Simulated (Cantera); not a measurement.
**Premixed flame**

A freely propagating, adiabatic, planar premixed flame of CO : H₂ : CH₄ : O₂ : N₂ : CO₂ = 1 : 1.5 : 0.13 : 1.72 : 6.45 : 1 (molar parts), unburnt at 623 K and 38000 Pa; mixture-averaged transport, grid criteria slope 0.08 and curve 0.16, no radiation.

Cantera simulation using GRI-Mech 3.0 (53 species, 325 reactions); the numbers are that mechanism's predictions, not measurements. Burning velocities carry a grid error of a few per cent, more on coarse grids.

```
z (mm)  T (K)  u (m/s)    x CO     x H₂    x CH₄     x HO₂  x CH₂CO  x C₂H
------  -----  -------  ------  -------  -------  --------  -------  -----
-4.34     623     3.26  0.0847    0.127   0.0110     <1e-8    <1e-8  <1e-8
-2.90     623     3.26  0.0847    0.127   0.0110     <1e-8    <1e-8  <1e-8
-2.17     623     3.26  0.0848    0.127   0.0110   6.31e-8    <1e-8  <1e-8
-1.45     623     3.26  0.0848    0.127   0.0110   5.74e-6    <1e-8  <1e-8
-0.724    651     3.38  0.0851    0.119   0.0111  0.000115  2.03e-8  <1e-8
-0.362    812     4.16  0.0845   0.0968   0.0104   7.70e-5  5.07e-8  <1e-8
0        1175     5.95  0.0830   0.0528  0.00360   4.02e-5  1.67e-7  <1e-8
0.362    1405     7.07  0.0721   0.0204  8.21e-5   1.77e-5    <1e-8  <1e-8
0.724    1510     7.55  0.0616   0.0139  8.03e-7   1.26e-5    <1e-8  <1e-8
1.45     1632     8.08  0.0520   0.0130    <1e-8   9.26e-6    <1e-8  <1e-8
2.90     1757     8.62  0.0472   0.0116    <1e-8   6.79e-6    <1e-8  <1e-8
5.79     1878     9.13  0.0426  0.00939    <1e-8   4.67e-6    <1e-8  <1e-8
11.6     1988     9.59  0.0361  0.00716    <1e-8   3.01e-6    <1e-8  <1e-8
```
x: mole fraction of selected species; z is measured from the peak of heat release.

| Item | Result |
|---|---|
| laminar burning velocity | 326 cm/s |
| thermal thickness | 1.45 mm |
| peak x(HO₂) | 0.000115 |
| peak x(CH₂CO) | 1.69e-7 |
| peak x(C₂H) | <1e-8 |
| grid points | 162 |
